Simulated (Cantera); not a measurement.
Feed: 1 mol PbO, 2.1 mol O₂, 17 mol N₂, at 573 K and 13.3 mbar.

Method: chemical equilibrium by Gibbs-energy minimisation in Cantera with the NASA 1993 tables (ideal gas, pure condensed phases). Candidate condensed phases: Pb, PbO, PbO₂, Pb₃O₄; 12 gas species. The numbers say what is thermodynamically allowed, not how fast it happens.

Base state: N₂ 0.890, O₂ 0.110 (mole fractions); condensed: PbO(red).

What changes in the equilibrium state with this change: temperature from 573 K to 1400 K?


```json
[
 {"species": "N₂", "before": "0.890", "after": "0.844"},
 {"species": "O₂", "before": "0.110", "after": "0.106"},
 {"species": "PbO", "before": "<1e-9", "after": "0.0467"},
 {"species": "Pb", "before": "<1e-9", "after": "0.00298"},
 {"species": "NO", "before": "6.68e-9", "after": "0.000532"},
 {"species": "PbO(red), mol", "before": "1.00", "after": "0"}
]
```
Gases not in the tables: (PbO)n polymers.
